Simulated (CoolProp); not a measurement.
Saturation properties of nitrous oxide (Tc = 309.5 K, pc = 7.245 MPa, ω = 0.161).

Computed with CoolProp (reference Helmholtz-energy equation of state, Lemmon 2006). It is a short technical equation, of lower accuracy than the large ones.

```json
[
 {"T (K)": "215.6", "p (MPa)": "0.4770", "liquid density (kg/m³)": "1135", "liquid cp (kJ/(kg K))": "1.774", "vapour Z": "0.9216", "surface tension (mN/m)": "16.9"},
 {"T (K)": "217.5", "p (MPa)": "0.5163", "liquid density (kg/m³)": "1129", "liquid cp (kJ/(kg K))": "1.780", "vapour Z": "0.9172", "surface tension (mN/m)": "16.5"},
 {"T (K)": "219.3", "p (MPa)": "0.5557", "liquid density (kg/m³)": "1123", "liquid cp (kJ/(kg K))": "1.786", "vapour Z": "0.9128", "surface tension (mN/m)": "16.1"},
 {"T (K)": "221.1", "p (MPa)": "0.5973", "liquid density (kg/m³)": "1117", "liquid cp (kJ/(kg K))": "1.792", "vapour Z": "0.9084", "surface tension (mN/m)": "15.7"},
 {"T (K)": "222.9", "p (MPa)": "0.6412", "liquid density (kg/m³)": "1111", "liquid cp (kJ/(kg K))": "1.799", "vapour Z": "0.9038", "surface tension (mN/m)": "15.3"},
 {"T (K)": "224.7", "p (MPa)": "0.6875", "liquid density (kg/m³)": "1104", "liquid cp (kJ/(kg K))": "1.806", "vapour Z": "0.8990", "surface tension (mN/m)": "14.9"},
 {"T (K)": "226.5", "p (MPa)": "0.7362", "liquid density (kg/m³)": "1098", "liquid cp (kJ/(kg K))": "1.813", "vapour Z": "0.8941", "surface tension (mN/m)": "14.5"},
 {"T (K)": "228.4", "p (MPa)": "0.7904", "liquid density (kg/m³)": "1092", "liquid cp (kJ/(kg K))": "1.821", "vapour Z": "0.8888", "surface tension (mN/m)": "14.1"},
 {"T (K)": "230.2", "p (MPa)": "0.8444", "liquid density (kg/m³)": "1085", "liquid cp (kJ/(kg K))": "1.830", "vapour Z": "0.8836", "surface tension (mN/m)": "13.8"},
 {"T (K)": "232", "p (MPa)": "0.9011", "liquid density (kg/m³)": "1079", "liquid cp (kJ/(kg K))": "1.838", "vapour Z": "0.8783", "surface tension (mN/m)": "13.4"},
 {"T (K)": "233.8", "p (MPa)": "0.9606", "liquid density (kg/m³)": "1072", "liquid cp (kJ/(kg K))": "1.848", "vapour Z": "0.8729", "surface tension (mN/m)": "13.0"},
 {"T (K)": "235.6", "p (MPa)": "1.023", "liquid density (kg/m³)": "1066", "liquid cp (kJ/(kg K))": "1.857", "vapour Z": "0.8672", "surface tension (mN/m)": "12.6"},
 {"T (K)": "237.4", "p (MPa)": "1.088", "liquid density (kg/m³)": "1059", "liquid cp (kJ/(kg K))": "1.867", "vapour Z": "0.8615", "surface tension (mN/m)": "12.3"},
 {"T (K)": "239.3", "p (MPa)": "1.160", "liquid density (kg/m³)": "1052", "liquid cp (kJ/(kg K))": "1.879", "vapour Z": "0.8552", "surface tension (mN/m)": "11.9"},
 {"T (K)": "241.1", "p (MPa)": "1.232", "liquid density (kg/m³)": "1046", "liquid cp (kJ/(kg K))": "1.890", "vapour Z": "0.8491", "surface tension (mN/m)": "11.5"}
]
```

It boils at 184.7 K under 1 atm.

Surface tension comes from a separate correlation (Mulero 2012).
